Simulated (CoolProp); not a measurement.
A simple Rankine cycle with R245ca: condensing at 302.15 K, boiler at 0.749 MPa, turbine inlet 366 K, turbine efficiency 0.75, pump efficiency 0.6, no recuperator. Each further row changes one setting.

Model: reference Helmholtz-energy equation of state, Zhou 2016, in CoolProp.

| case | thermal efficiency (%) | net work (kJ/kg) | heat in (kJ/kg) | turbine exit temperature (K) | volume ratio over the turbine |
|---|---|---|---|---|---|
| as stated | 10.4 | [?] | 253 | [?] | 6.60 |
| turbine inlet 386 K | 10.3 | 28.5 | [?] | 349.2 | 6.46 |
| condensing temperature 294.15 K | 11.6 | 30.7 | 264 | [?] | 8.92 |
| boiler pressure 0.524 MPa | 8.6 | [?] | 258 | 337.0 | 4.48 |
| turbine efficiency 0.65 | 9.0 | 22.7 | 253 | [?] | 6.68 |

**Question.** Fill in the missing entries.

**Answer.** 
- as stated, net work (kJ/kg): 26.3
- as stated, turbine exit temperature (K): 328.2
- turbine inlet 386 K, heat in (kJ/kg): 276
- condensing temperature 294.15 K, turbine exit temperature (K): 322.9
- boiler pressure 0.524 MPa, net work (kJ/kg): 22.3
- turbine efficiency 0.65, turbine exit temperature (K): 331.9
